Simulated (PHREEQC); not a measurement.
# Polishing slurry liquid: an equilibrium model

Make-up at 20 °C: 0.12 mol KOH, 0.0012 mol Al(NO3)3 and 3.1e-05 mol H3BO3 per kg of water. Closed to the air; pH follows from the charge balance.

Model: ion-association model, wateq4f.dat, run in PHREEQC.

```
Item                     Result
----------------  -------------
pH                        13.11
ionic strength    0.120 mol/kgw
total alkalinity     120 meq/kg
```

```json
[
 {"species": "K+", "molality": "0.120", "activity": "0.0903", "log γ": "-0.124"},
 {"species": "OH-", "molality": "0.115", "activity": "0.0863", "log γ": "-0.125"},
 {"species": "NO3-", "molality": "0.00360", "activity": "0.00266", "log γ": "-0.131"},
 {"species": "Al(OH)4-", "molality": "0.00120", "activity": "0.000919", "log γ": "-0.116"},
 {"species": "H2BO3-", "molality": "3.10e-5", "activity": "2.26e-5", "log γ": "-0.136"},
 {"species": "H3BO3", "molality": "3.29e-9", "activity": "3.38e-9", "log γ": "0.012"}
]
```

This is a speciation only: nothing precipitates in the calculation. Species that the database lacks are ignored.
